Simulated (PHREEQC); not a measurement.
Dissolve 0.81 mol/kgw MgSO4, 4.3 mol/kgw KCl and 1.3 mol/kgw MgCl2 at 25 °C. Closed to the air; pH follows from the charge balance.

All values are PHREEQC results (Pitzer model, pitzer.dat), not measurements.

```json
[
 {"quantity": "MgOH+ (mol/kgw)", "before": "4.10e-6", "after": "3.74e-5"},
 {"quantity": "HSO4- (mol/kgw)", "before": "3.75e-6", "after": "3.59e-5"},
 {"quantity": "SI of Sylvite (KCl)", "before": "+0.39", "after": "-0.09"},
 {"quantity": "SI of Epsomite (MgSO4:7H2O)", "before": "-0.52", "after": "-1.71"}
]
```

Name the change that produced these shifts.
(A) temperature from 25 to 10 °C
(B) temperature from 25 to 85 °C
(C) MgCl2 left out

B, temperature from 25 to 85 °C

No solid was allowed to form. Some of these states are supersaturated (in Sylvite, Arcanite, for instance). At this temperature some constants are extrapolated from 25 °C, and those without enthalpy data are left unchanged.
